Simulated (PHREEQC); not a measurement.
Solution (38 °C): 0.23 mol/kgw ZnCl2, 0.079 mol/kgw NaOH and 0.0019 mol/kgw H2SO4. Closed to the air; pH follows from the charge balance.

Equilibrium calculation in PHREEQC: ion-association model, wateq4f.dat.

Task: The ionic strength comes out as 0.473 mol/kgw. What activity coefficients do NaSO4-, Cl-, ZnOH+, Na+, OH- get?

Result: NaSO4- 0.69, Cl- 0.64, ZnOH+ 0.73, Na+ 0.70, OH- 0.63.

Precipitation was switched off in this run. Examples of supersaturated solids here: Zincite(c) (slow to form). Others may be too. Constants without temperature data keep their 25 °C values here.
